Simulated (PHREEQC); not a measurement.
A solution holds 2.9 mmol/kgw Fe2(SO4)3, at 30 °C. Closed to the air; pH follows from the charge balance.

Model: ion-association model, phreeqc.dat, run in PHREEQC.

```yaml
pH: 2.89
ionic_strength: 0.0157 mol/kgw
total_alkalinity: -11.6 meq/kg
```

```tsv
species	molality	activity	log γ
SO4-2	0.00416	0.00254	-0.214
FeSO4+	0.00370	0.00327	-0.053
H+	0.00143	0.00128	-0.047
FeOH+2	0.00116	0.000708	-0.214
HSO4-	0.000402	0.000354	-0.055
Fe+3	0.000279	0.000105	-0.423
Fe(OH)2+	0.000248	0.000220	-0.053
Fe(SO4)2-	0.000210	0.000185	-0.055
Fe2(OH)2+4	8.29e-5	1.10e-5	-0.877
```

This is a speciation only: nothing precipitates in the calculation. Examples of supersaturated solids here: Hematite (slow to form), Goethite (slow to form). Others may be too.
